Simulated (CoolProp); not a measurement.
500 sccm (0 °C, 1 atm) of nitrogen bubbles through liquid n-heptane at 275 K and leaves saturated at a total pressure of 0.018 MPa (ideal gas phase). Each further row changes one setting.

Computed with CoolProp (reference Helmholtz-energy equation of state, Span 2003). It is a short technical equation, of lower accuracy than the large ones.

```json
[
 {"case": "as stated", "vapour pressure (kPa)": "1.70", "mole fraction of vapour": "0.0947", "delivery (mg/min)": "…", "delivery (sccm)": "…", "change of delivery for a bath 1 K warmer (%)": "6.9"},
 {"case": "bath temperature 280 K", "vapour pressure (kPa)": "…", "mole fraction of vapour": "…", "delivery (mg/min)": "326", "delivery (sccm)": "73.0", "change of delivery for a bath 1 K warmer (%)": "6.9"},
 {"case": "total pressure 0.036 MPa", "vapour pressure (kPa)": "1.70", "mole fraction of vapour": "0.0473", "delivery (mg/min)": "…", "delivery (sccm)": "…", "change of delivery for a bath 1 K warmer (%)": "6.6"}
]
```

### Question
Some entries are withheld; supply them.

### Answer

- as stated, delivery (mg/min): 234
- as stated, delivery (sccm): 52.3
- bath temperature 280 K, vapour pressure (kPa): 2.29
- bath temperature 280 K, mole fraction of vapour: 0.127
- total pressure 0.036 MPa, delivery (mg/min): 111
- total pressure 0.036 MPa, delivery (sccm): 24.9
